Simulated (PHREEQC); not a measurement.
Dissolve 4.7 mmol/kgw HCl, 1.3 mmol/kgw FeSO4, 44 mmol/kgw MnSO4 and 1.1 mmol/kgw CO2 at 25 °C. Closed to the air; pH follows from the charge balance.

Equilibrium calculation in PHREEQC: ion-association model, wateq4f.dat.

The ionic strength comes out as 0.112 mol/kgw. What activity coefficients do SO4-2, FeHSO4+, Mn+2, H+, HSO4- get?

SO4-2 0.36, FeHSO4+ 0.77, Mn+2 0.39, H+ 0.82, HSO4- 0.77.

No solid was allowed to form.
